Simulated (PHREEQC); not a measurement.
Dissolve 0.0012 mol CaCl2, 3.1e-05 mol Na2CO3 and 0.00031 mol MgSO4 per kg of water at 25 °C. Closed to the air; pH follows from the charge balance.

Equilibrium calculation in PHREEQC: Pitzer model, pitzer.dat.

Precipitation was switched off in this run.

**Question.** Estimate the pH.

**Answer.** pH 9.37.

**Question.** In which forms is C present?

**Answer.** HCO3- 86 %, CO3-2 12 %, MgCO3 1.7 % of the C.

Species that the database lacks are ignored.
